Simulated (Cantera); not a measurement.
A perfectly stirred reactor is fed with 4.72 % CH4, 3.16 % CO, 19.4 % O2, 72.7 % N2, equivalence ratio 0.57, at 11.8 atm; it is adiabatic with a 425 K inlet, and is followed from long to short residence time, starting on the burning branch (τ in s: 0.11, 0.041, 0.015, 0.0055, 0.002, 0.00074, 0.00027, 9.9e-05, 3.6e-05).

Detailed kinetics in Cantera: GRI-Mech 3.0 (53 species, 325 reactions). The pressure lies above the range GRI-Mech 3.0 was tuned for (to about 10 atm).

x: mole fraction; the columns are a selection and need not sum to one.

| τ (s) | T (K) | x CH4 | x CO | x O2 | x HO2 | x C2H4 | x C2H2 |
|---|---|---|---|---|---|---|---|
| 0.11 | 1759 | 3.72e-6 | 8.99e-5 | 0.0847 | 1.27e-6 | 9.93e-10 | 7.76e-10 |
| 0.041 | 1758 | 8.35e-6 | 0.000194 | 0.0847 | 1.84e-6 | 4.58e-9 | [?] |
| 0.015 | 1756 | 1.79e-5 | 0.000419 | 0.0848 | 3.16e-6 | 1.81e-8 | [?] |
| 0.0055 | 1751 | 3.76e-5 | 0.000897 | 0.0851 | 6.04e-6 | 6.28e-8 | [?] |
| 0.0020 | 1741 | 8.04e-5 | 0.00195 | 0.0857 | 1.24e-5 | 2.09e-7 | [?] |
| 0.00074 | 1719 | 0.000185 | 0.00445 | 0.0870 | 2.72e-5 | 7.48e-7 | [?] |
| 0.00027 | 425 | 0.0472 | 0.0316 | 0.194 | <1e-12 | <1e-12 | <1e-12 |
| 9.9e-5 | 425 | 0.0472 | 0.0316 | 0.194 | <1e-12 | <1e-12 | <1e-12 |
| 3.6e-5 | 425 | 0.0472 | 0.0316 | 0.194 | <1e-12 | <1e-12 | <1e-12 |

Fill in the missing entries.


- 0.041, x C2H2: 3.18e-9
- 0.015, x C2H2: 1.05e-8
- 0.0055, x C2H2: 2.91e-8
- 0.0020, x C2H2: 7.26e-8
- 0.00074, x C2H2: 1.80e-7
